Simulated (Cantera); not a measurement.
Feed: 1 mol Fe, 0.0018 mol O2, 21 mol H2, 0.026 mol H2O, held at 477 °C and 7.50 Torr.

These are equilibrium values from Cantera (NASA tables, ideal gas, pure condensed phases), not measurements of a reactor. Candidate condensed phases: Fe, FeO, Fe(OH)2, Fe(OH)3, Fe2O3, Fe3O4, H2O; 12 gas species. Equilibrium is a limit: real reactors are often held back by kinetics, nucleation or transport.

What is the equilibrium state?


- x(H2) = 0.999
- x(H2O) = 0.00141
- n(Fe(α)) = 1.00 mol
- gas amount = 21.03 mol
- log10 activity of Fe(OH)2(s) (absent) = -10.56
- log10 activity of Fe(OH)3(s) (absent) = -18.88
